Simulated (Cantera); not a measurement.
A Cantera script and what it prints.

```python
import numpy as np
import cantera as ct

gas_names = [...]  # 113 gases of nasa_gas.yaml made of C, H, O, Ti
cond_names = """
    C(gr) C6H6(L) C7H8(L) C8H18(L),n-octa H2O(s) H2O(L) Ti(a) Ti(b) Ti(L) TiC(s) TiC(L) TiO(a) TiO(b)
    TiO(L) TiO2(ru) TiO2(L) Ti2O3(a) Ti2O3(b) Ti2O3(L) Ti3O5(a) Ti3O5(b) Ti3O5(L) Ti4O7(s) Ti4O7(L)
""".split()


# ... load() reads the species with a 1 bar reference pressure and builds the phases ...
atoms = {
    'Ti(OiPr)4': {'Ti': 1, 'C': 12, 'H': 28, 'O': 4},
    'H2': {'H': 2},
}
top_T = {'C(gr)': 4500}  # K; cautious upper limits of use, not melting points


# ... equilibrate(T, P, feed) seeds the gas with the atoms and calls Mixture.equilibrate('TP', solver="vcs", rtol=1e-11, max_steps=5000) ...
results = []
feed = {'Ti(OiPr)4': 1, 'H2': 120}  # mol
P = 1000  # Pa
for T in [1475, 1525, 1575, 1625, 1675, 1725, 1775, 1825, 1875, 1925, 1975, 2025, 2075]:
    mix = equilibrate(T, P, feed)
    results.append((T, P, feed, dict(zip(mix.species_names, mix.species_moles))))

top = {s: max(r[3][s] / sum(r[3][g] for g in gas_names) for r in results) for s in gas_names}
cols = sorted((s for s in top if top[s] > 1e-06), key=lambda s: -top[s])[:6]
seen = [c for c in cond_names if any(r[3].get(c, 0) > 1e-12 for r in results)]
print("log10 of partial pressures in bar; condensed amounts in mol")
print(f"{'T/K':>10s}" + "".join(f"{s[:9]:>10s}" for s in cols + seen))
for T, P, feed, n in results:
    ng = sum(n[g] for g in gas_names)
    print(f"{T:10.4g}" + "".join(f"{np.log10(max(n[s] / ng * P / 1e5, 1e-99)):10.3f}" for s in cols)
          + "".join(f"{n.get(c, 0):10.4g}" for c in seen))
```

Result:

```
log10 of partial pressures in bar; condensed amounts in mol
       T/K        H2        CO         H C2H2,acet       CH4       CH3     C(gr)    TiC(s)
      1475    -2.013    -3.538    -5.893    -7.189    -6.562    -9.137     6.994         1
      1525    -2.013    -3.538    -5.632    -6.930    -6.668    -8.980     6.994         1
      1575    -2.013    -3.538    -5.388    -6.689    -6.766    -8.833     6.992         1
      1625    -2.013    -3.538    -5.158    -6.462    -6.859    -8.695     6.989         1
      1675    -2.013    -3.538    -4.942    -6.249    -6.946    -8.566     6.983         1
      1725    -2.014    -3.538    -4.738    -6.049    -7.028    -8.444     6.974         1
      1775    -2.014    -3.538    -4.545    -5.861    -7.105    -8.330     6.961         1
      1825    -2.015    -3.539    -4.364    -5.683    -7.179    -8.223     6.942         1
      1875    -2.016    -3.539    -4.191    -5.515    -7.249    -8.122     6.914         1
      1925    -2.017    -3.540    -4.028    -5.356    -7.316    -8.027     6.877         1
      1975    -2.019    -3.541    -3.873    -5.207    -7.381    -7.937     6.826         1
      2025    -2.022    -3.542    -3.726    -5.065    -7.444    -7.854     6.759         1
      2075    -2.025    -3.543    -3.587    -4.931    -7.505    -7.776     6.671         1
```

These are equilibrium values from Cantera (NASA tables, ideal gas, pure condensed phases), not measurements of a reactor. The feed counts by its element totals alone. TiC: taken at fixed stoichiometry.
